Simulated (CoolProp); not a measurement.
Aqueous potassium formate as a coolant, 36 % by mass, freezing at -28.8 °C, 1 atm.

Model: Melinder's fits for secondary coolants, in CoolProp.

```
T (°C)  viscosity (mPa s)  Prandtl number  density (kg/m³)  cp (kJ/(kg K))
------  -----------------  --------------  ---------------  --------------
-0.3                 2.98            17.4             1241           2.942
4                    2.65            15.4             1239           2.949
8.4                  2.38            13.7             1237           2.957
12.7                 2.15            12.3             1235           2.965
17                   1.96            11.1             1234           2.972
21.4                 1.80            10.1             1232           2.980
25.7                 1.66            9.29             1230           2.988
30                   1.54            8.55             1228           2.996
34.4                 1.43            7.89             1226           3.005
```
